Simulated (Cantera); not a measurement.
What does this Cantera script print?

```python
import numpy as np
import cantera as ct

gas_names = """
    N N2O
""".split()
cond_names = """
    FeO(s) FeO(L) Fe(a) Fe(c) Fe(d) Fe(L)
""".split()


# ... load() reads the species with a 1 bar reference pressure and builds the phases ...
species = {s.name: s for s in load("nasa_gas.yaml", gas_names) + load("nasa_condensed.yaml", cond_names)}
# Each term lists the table entries of one substance; the one whose range holds T is used.
reactions = {
    'FeO + 2 N(g) = Fe + N2O(g)':
        [(-1, ['FeO(s)', 'FeO(L)']), (-2, ['N']), (1, ['Fe(a)', 'Fe(c)', 'Fe(d)', 'Fe(L)']), (1, ['N2O'])],
}


def pick(names, T):
    return next(species[n] for n in names if species[n].thermo.min_temp <= T <= species[n].thermo.max_temp)


results = []
for label, terms in reactions.items():
    print(label)
    print("     T/K   dH/kJ  dS/(J/K)   dG/kJ   log10 K")
    for T in [973, 1123, 1273, 1423, 1573, 1723, 1873, 2023, 2173, 2323, 2473]:
        used = [(nu, pick(names, T)) for nu, names in terms]
        dH = sum(nu * s.thermo.h(T) for nu, s in used) / 1e6
        dS = sum(nu * s.thermo.s(T) for nu, s in used) / 1e3
        dG = dH - T * dS / 1e3
        logK = -dG * 1e6 / (ct.gas_constant * T * np.log(10))
        results.append((label, T, dH, dS, dG, logK, [s.name for _, s in used]))
        print(f"{T:8g} {dH:8.1f} {dS:8.1f} {dG:8.1f} {logK:8.2f}")
```

Result:

```
FeO + 2 N(g) = Fe + N2O(g)
     T/K   dH/kJ  dS/(J/K)   dG/kJ   log10 K
     973   -601.4   -139.9   -465.2    24.98
    1123   -599.5   -138.1   -444.4    20.67
    1273   -600.1   -138.6   -423.7    17.38
    1423   -601.7   -139.8   -402.8    14.78
    1573   -603.1   -140.8   -381.7    12.68
    1723   -627.7   -155.6   -359.5    10.90
    1873   -614.7   -148.5   -336.6     9.39
    2023   -615.1   -148.7   -314.3     8.12
    2173   -615.5   -148.8   -292.0     7.02
    2323   -615.7   -149.0   -269.7     6.06
    2473   -615.9   -149.1   -247.3     5.22
```

Standard-state values (1 bar) from the NASA 1993 polynomials, evaluated with Cantera. FeO: taken at fixed stoichiometry. Condensed species are held in their standard states even where they would react or evaporate.
